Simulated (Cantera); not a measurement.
What does this Cantera script print?

```python
import numpy as np
import cantera as ct

gas = ct.Solution("gri30.yaml")
gas.TPX = 1225, 500000, {'CO': 0.0093, 'O2': 0.003, 'H2O': 0.00014, 'N2': 1}
reactor = ct.IdealGasConstPressureReactor(gas, energy="off", clone=False)
net = ct.ReactorNet([reactor])
net.rtol, net.atol = 1e-08, 1e-18
show = ['CO', 'O2', 'H2O', 'CO2', 'OH', 'NO2', 'H2']
times = np.geomspace(0.0002, 60, 12)

steps = ct.SolutionArray(gas, extra=["t"])
rows = []
print(f"{'t/s':>10s}{'T/K':>9s}{'P/Pa':>11s}" + "".join(f"{s:>11s}" for s in show))
for t in times:
    while net.time < t:
        t_next = net.step()
        steps.append(gas.state, t=t_next)
    rows.append([np.interp(t, steps.t, y) for y in (steps.T, steps.P, *steps(*show).X.T)])
    print(f"{t:10.3e}{rows[-1][0]:9.1f}{rows[-1][1]:11.4g}" + "".join(f"{x:11.3e}" for x in rows[-1][2:]))
rate = np.gradient(steps.T, steps.t)
print("integrator steps:", len(steps.t))
if steps.T.max() > steps.T[0] + 200:
    print(f"time of steepest temperature rise: {steps.t[rate.argmax()]:.4e} s")
gas.TPX = 1225, 500000, {'CO': 0.0093, 'O2': 0.003, 'H2O': 0.00014, 'N2': 1}
gas.equilibrate("TP")
print(f"equilibrium (TP): T = {gas.T:.1f} K  " + "  ".join(f"{s} {gas[s].X[0]:.3e}" for s in show))
```

Result:

```
       t/s      T/K       P/Pa         CO         O2        H2O        CO2         OH        NO2         H2
 2.000e-04   1225.0      5e+05  9.186e-03  2.963e-03  1.383e-04  2.376e-09  7.436e-12  7.021e-23  1.758e-13
 6.294e-04   1225.0      5e+05  9.186e-03  2.963e-03  1.383e-04  1.021e-08  3.501e-11  6.726e-21  2.999e-12
 1.981e-03   1225.0      5e+05  9.186e-03  2.963e-03  1.383e-04  6.450e-08  1.964e-10  7.269e-19  5.248e-11
 6.234e-03   1225.0      5e+05  9.185e-03  2.963e-03  1.383e-04  1.127e-06  2.608e-09  3.674e-16  1.791e-09
 1.962e-02   1225.0      5e+05  9.037e-03  2.887e-03  1.364e-04  1.496e-04  1.260e-07  2.637e-11  1.314e-06
 6.175e-02   1225.0      5e+05  7.376e-03  2.056e-03  1.309e-04  1.818e-03  3.180e-07  1.921e-09  6.341e-06
 1.943e-01   1225.0      5e+05  3.281e-03  1.578e-05  1.164e-04  5.932e-03  2.923e-07  2.304e-10  1.790e-05
 6.116e-01   1225.0      5e+05  3.235e-03  1.327e-08  1.043e-04  5.978e-03  4.145e-09  8.605e-13  3.427e-05
 1.925e+00   1225.0      5e+05  3.234e-03  3.070e-09  1.035e-04  5.979e-03  7.496e-10  2.943e-13  3.510e-05
 6.058e+00   1225.0      5e+05  3.234e-03  1.325e-09  1.031e-04  5.979e-03  1.026e-10  1.213e-13  3.544e-05
 1.906e+01   1225.0      5e+05  3.234e-03  1.023e-09  1.030e-04  5.979e-03  8.119e-12  5.615e-14  3.553e-05
 6.000e+01   1225.0      5e+05  3.234e-03  7.976e-10  1.029e-04  5.979e-03  6.867e-12  4.458e-14  3.560e-05
integrator steps: 2002
equilibrium (TP): T = 1225.0 K  CO 3.232e-03  O2 6.690e-16  H2O 1.014e-04  CO2 5.981e-03  OH 2.119e-11  NO2 2.835e-20  H2 3.731e-05
```

Detailed kinetics in Cantera: GRI-Mech 3.0 (53 species, 325 reactions).
